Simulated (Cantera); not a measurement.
Charge: 1 mol c-C4F8, 0.033 mol F2, 0.68 mol H2, held at 1000 K and 0.00150 bar.

Equilibrium computed with Cantera from the NASA thermochemical tables; the gas is ideal and each condensed phase is pure. Candidate condensed phases: C, C6H6, C7H8, C8H18; 95 gas species. The feed counts by its element totals alone. Gases not in the tables: C2F6 and larger saturated fluorocarbons. The numbers say what is thermodynamically allowed, not how fast it happens.

Base state: CF4 0.552, HF 0.448 (mole fractions); condensed: C(graphite).

**Question.** What changes in the equilibrium state with this change: c-C4F8 replaced by CH2F2?

**Answer.** 
| species | before | after |
|---|---|---|
| HF | 0.448 | 0.762 |
| H2 | <1e-9 | 0.238 |
| CF4 | 0.552 | <1e-9 |
| C(graphite), mol | 2.32 | 1.000 |

**Question.** What changes in the equilibrium state with this change: temperature from 1000 K to 3148 K?

**Answer.** 
```
species            before     after
----------------  -------  --------
F                   <1e-9     0.659
HF                  0.448    0.0906
C3                  <1e-9    0.0829
CF4                 0.552     <1e-9
C                   <1e-9    0.0577
CF                  <1e-9    0.0455
H                   <1e-9    0.0435
C2                  <1e-9    0.0194
C5                  <1e-9  0.000463
C4                  <1e-9  0.000187
C2H                 <1e-9  0.000170
CF2               1.04e-8  0.000876
H2                  <1e-9   4.78e-5
C(graphite), mol     2.32         0
```
